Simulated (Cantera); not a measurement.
**Reactions in the system C-Cl-Ti**

Standard-state values (1 bar) from the NASA 1993 polynomials, evaluated with Cantera. Values are per mole of reaction as written; species without (g) are pure solids or liquids, kept so even where they would boil at 1 bar. TiC: taken at fixed stoichiometry.

TiC + 4 Cl2(g) = CCl4(g) + TiCl4

```tsv
T (K)	ΔH° (kJ)	ΔS° (J/K)	ΔG° (kJ)	log10 K
300	-715.8	-353.7	-609.7	106.15
373	-711.6	-341.1	-584.3	81.83
398	-710.2	-337.5	-575.8	75.57
423	-708.8	-334.2	-567.4	70.07
448	-707.4	-331.0	-559.1	65.19
473	-706.1	-328.1	-550.9	60.83
498	-704.7	-325.3	-542.7	56.92
```
